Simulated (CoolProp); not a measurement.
Computed with CoolProp (reference Helmholtz-energy equation of state, Lemmon 2004). It is a short technical equation, of lower accuracy than the large ones.

**Question.** For n-dodecane, give the phase and the density (kg/m³), cp (kJ/(kg K)), Joule-Thomson coefficient (K/MPa) at 136.05 °C and 158 kPa; 179.35 °C and 3050 kPa.

**Answer.** 
- 136.05 °C and 158 kPa: liquid; density 662, cp 2.63, Joule-Thomson coefficient -0.295
- 179.35 °C and 3050 kPa: liquid; density 633, cp 2.80, Joule-Thomson coefficient -0.240
